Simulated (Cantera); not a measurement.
## CH2F2 + F2 (fluorocarbon and chlorocarbon gases)

Feed: 1 mol CH2F2, 0.015 mol F2, equilibrated at 33.0 Pa.

Cantera equilibrium calculation (NASA polynomials, part measured and part estimated; ideal gas, pure solids and liquids). Candidate condensed phases: C, C6H6, C7H8, C8H18; 95 gas species. Kinetics and transport are ignored.

From 2573 K to 2723 K the condensed part is C(graphite). From 2798 K to 3248 K nothing is condensed. The main C-bearing gas is C3 at 2573 K and C at 3248 K.

```csv
T (K),log p HF,log p F,log p H,log p C,log p C3,log p C2,log p CF,n C(graphite)
2573,-3.57,-4.52,-4.58,-6.36,-5.82,-6.85,-5.91,0.955
2648,-3.62,-4.38,-4.42,-5.94,-5.36,-6.38,-5.68,0.876
2723,-3.69,-4.27,-4.29,-5.56,-4.92,-5.94,-5.48,0.651
2798,-3.81,-4.19,-4.19,-5.19,-4.52,-5.53,-5.32,0
2873,-3.91,-4.09,-4.09,-5.00,-4.58,-5.43,-5.30,0
2948,-4.04,-4.02,-4.02,-4.82,-4.67,-5.36,-5.31,0
3023,-4.19,-3.97,-3.96,-4.66,-4.78,-5.31,-5.34,0
3098,-4.37,-3.93,-3.93,-4.52,-4.92,-5.29,-5.40,0
3173,-4.57,-3.91,-3.91,-4.41,-5.11,-5.30,-5.49,0
3248,-4.77,-3.90,-3.90,-4.32,-5.36,-5.36,-5.60,0
```
log p: log10 of the partial pressure in bar; n: condensed amount in mol.
